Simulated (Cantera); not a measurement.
Charge: 1 mol C3H8, 8.1 mol H2, 0.067 mol NH3, at 17000 Pa.

Equilibrium computed with Cantera from the NASA thermochemical tables; the gas is ideal and each condensed phase is pure. Candidate condensed phases: C, C6H6, C7H8, C8H18; 92 gas species. Rates play no part.

x: gas mole fraction; n: condensed amount in mol.

```json
[
 {"T (°C)": "1600", "x H2": "0.995", "x H": "0.00156", "x C2H2 (acetylene)": "0.000311", "x HCN": "0.000432", "x N2": "0.00251", "x C2H": "5.75e-9", "x HNC": "1.92e-5", "n C(graphite)": "2.99"},
 {"T (°C)": "1700", "x H2": "0.993", "x H": "(withheld)", "x C2H2 (acetylene)": "(withheld)", "x HCN": "(withheld)", "x N2": "0.00239", "x C2H": "(withheld)", "x HNC": "(withheld)", "n C(graphite)": "2.98"},
 {"T (°C)": "1800", "x H2": "0.989", "x H": "0.00634", "x C2H2 (acetylene)": "0.00121", "x HCN": "0.000916", "x N2": "0.00224", "x C2H": "1.85e-7", "x HNC": "5.92e-5", "n C(graphite)": "2.96"},
 {"T (°C)": "1900", "x H2": "0.983", "x H": "0.0116", "x C2H2 (acetylene)": "0.00217", "x HCN": "0.00124", "x N2": "0.00206", "x C2H": "8.22e-7", "x HNC": "9.40e-5", "n C(graphite)": "2.93"},
 {"T (°C)": "2000", "x H2": "0.973", "x H": "0.0201", "x C2H2 (acetylene)": "0.00367", "x HCN": "0.00160", "x N2": "0.00184", "x C2H": "3.19e-6", "x HNC": "0.000141", "n C(graphite)": "2.89"},
 {"T (°C)": "2100", "x H2": "0.957", "x H": "0.0331", "x C2H2 (acetylene)": "0.00589", "x HCN": "0.00198", "x N2": "0.00160", "x C2H": "1.10e-5", "x HNC": "0.000199", "n C(graphite)": "2.82"},
 {"T (°C)": "2200", "x H2": "0.935", "x H": "0.0523", "x C2H2 (acetylene)": "0.00901", "x HCN": "0.00235", "x N2": "0.00135", "x C2H": "3.42e-5", "x HNC": "0.000267", "n C(graphite)": "2.74"},
 {"T (°C)": "2300", "x H2": "0.903", "x H": "(withheld)", "x C2H2 (acetylene)": "(withheld)", "x HCN": "(withheld)", "x N2": "(withheld)", "x C2H": "(withheld)", "x HNC": "(withheld)", "n C(graphite)": "2.62"},
 {"T (°C)": "2400", "x H2": "0.861", "x H": "0.115", "x C2H2 (acetylene)": "0.0184", "x HCN": "0.00294", "x N2": "0.000890", "x C2H": "0.000249", "x HNC": "0.000414", "n C(graphite)": "2.46"},
 {"T (°C)": "2500", "x H2": "0.808", "x H": "0.162", "x C2H2 (acetylene)": "0.0246", "x HCN": "0.00310", "x N2": "0.000696", "x C2H": "0.000595", "x HNC": "0.000482", "n C(graphite)": "2.25"}
]
```

Q: Some entries are withheld; supply them.

A: 
- 1700, x H: 0.00326
- 1700, x C2H2 (acetylene): 0.000636
- 1700, x HCN: 0.000645
- 1700, x C2H: 3.56e-8
- 1700, x HNC: 3.49e-5
- 2300, x H: 0.0792
- 2300, x C2H2 (acetylene): 0.0132
- 2300, x HCN: 0.00268
- 2300, x N2: 0.00111
- 2300, x C2H: 9.64e-5
- 2300, x HNC: 0.000340
